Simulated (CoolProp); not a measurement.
Ethanol along the isotherm 204.95 °C: density (kg/m³) from the reference equation and from simpler models built on Tc = 241.6 °C, pc = 62.68 bar, ω = 0.644; each cubic takes its own stable root.

Values from CoolProp's reference Helmholtz-energy equation of state, Schroeder 2014.

| p (bar) | phase | reference | van der Waals | Redlich-Kwong |
|---|---|---|---|---|
| 1.98 | gas | 2.326 | 2.321 | 2.326 |
| 3.09 | gas | 3.659 | 3.646 | 3.658 |
| 4.81 | gas | 5.769 | 5.734 | 5.765 |
| 7.48 | gas | 9.157 | 9.067 | 9.145 |
| 11.7 | gas | 14.84 | 14.59 | 14.79 |
| 18.1 | gas | 24.43 | 23.66 | 24.23 |
| 28.2 | gas | 43.51 | 40.40 | 42.23 |
| 44 | liquid | 551.8 | 80.51 | 374.2 |
| 68.5 | liquid | 567.2 | 308.5 | 404.4 |
| 107 | liquid | 585.2 | 333.5 | 433.8 |
| 166 | liquid | 605.7 | 356.0 | 463.7 |
| 259 | liquid | 629.5 | 378.1 | 495.5 |
| 403 | liquid | 656.7 | 399.9 | 528.5 |
| 627 | liquid | 687.7 | 421.4 | 562.6 |

At some of these states van der Waals gives the other phase, because its saturation line lies elsewhere.
